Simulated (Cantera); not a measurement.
Input: 1 mol C₆H₆, a varied amount of H₂, at 523.15 K and 83.0 bar.

Cantera equilibrium calculation (NASA polynomials, part measured and part estimated; ideal gas, pure solids and liquids). Candidate condensed phases: C, C₆H₆, C₇H₈, C₈H₁₈; 76 gas species. The ideal-gas law is rough above about 30 bar. Rates play no part.

x: gas mole fraction; n: condensed amount in mol.

```tsv
n(H₂) (mol)	x CH₄	x H₂	x C₂H₆	x C₃H₈	n C(graphite)
2.8	0.997	0.00337	2.28e-5	6.45e-9	3.10
7.5	0.997	0.00337	2.28e-5	6.45e-9	0.759
12	0.667	0.333	[?]	<1e-12	0
17	0.429	0.571	[?]	<1e-12	0
22	0.316	0.684	[?]	<1e-12	0
26	0.261	0.739	[?]	<1e-12	0
31	0.214	0.786	[?]	<1e-12	0
36	0.182	0.818	[?]	<1e-12	0
40	0.162	0.838	[?]	<1e-12	0
```

What belongs in the gaps?


- 12, x C₂H₆: 1.03e-7
- 17, x C₂H₆: 2.49e-8
- 22, x C₂H₆: 1.13e-8
- 26, x C₂H₆: 7.13e-9
- 31, x C₂H₆: 4.53e-9
- 36, x C₂H₆: 3.13e-9
- 40, x C₂H₆: 2.43e-9
